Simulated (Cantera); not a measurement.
Charge: 1 mol SiH4, 40 mol N2, 0.062 mol Cl2, at 1823 K and 1 atm.

Equilibrium computed with Cantera from the NASA thermochemical tables; the gas is ideal and each condensed phase is pure. Candidate condensed phases: NH4Cl, Si, Si3N4; 28 gas species. Kinetics and transport are ignored.

Base state: N2 0.950, H2 0.0468, HCl 0.00293, H 9.31e-5, SiCl2 3.07e-5 (mole fractions); condensed: Si3N4(s).

Question: What changes in the equilibrium state with this change: SiH4 replaced by SiHCl3?

Answer: 
| species | before | after |
|---|---|---|
| N2 | 0.950 | 0.954 |
| HCl | 0.00293 | 0.0201 |
| SiCl2 | 3.07e-5 | 0.0186 |
| H2 | 0.0468 | 0.00187 |
| SiCl4 | 1.84e-9 | 0.00131 |
| SiCl3 | 1.91e-7 | 0.00396 |
| SiHCl3 | 7.80e-9 | 3.23e-5 |
| Cl | 4.44e-6 | 0.000152 |
| Si3N4(s), mol | 0.333 | 0 |
The tables' values for SiCl3 are old estimates; treat these amounts as uncertain.
